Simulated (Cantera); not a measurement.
A freely propagating, adiabatic, planar premixed flame of 9.29 % CH₄, 10.2 % H₂, 16.9 % O₂, 63.6 % N₂, unburnt at 475 K and 2.50 bar; multicomponent+Soret transport, grid criteria slope 0.08 and curve 0.16, no radiation.

Detailed kinetics in Cantera: GRI-Mech 3.0 (53 species, 325 reactions). Burning velocities carry a grid error of a few per cent, more on coarse grids.

**Question.** Predict: laminar burning velocity; thermal thickness; peak x(CH₂CO); peak x(CH₂O); peak x(OH).

**Answer.** 
```
Item                          Value
------------------------  ---------
laminar burning velocity  59.2 cm/s
thermal thickness          0.207 mm
peak x(CH₂CO)              0.000221
peak x(CH₂O)                0.00107
peak x(OH)                  0.00214
```
